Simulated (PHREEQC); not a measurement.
Dissolve 0.24 mol CdCl2, 0.058 mol ZnCl2, 0.016 mol HCl and 0.00035 mol Na2SO4 per kg of water at 25 °C. Closed to the air; pH follows from the charge balance.

All values are PHREEQC results (ion-association model, phreeqc.dat), not measurements.

Precipitation was switched off in this run.

Problem. Estimate the pH.

Solution. pH 1.91.

Problem. In which forms is Cl present?

Solution. Cl- 46 %, CdCl2 24 %, CdCl+ 22 %, CdCl3- 6.3 %, ZnCl+ 1.4 % of the Cl.
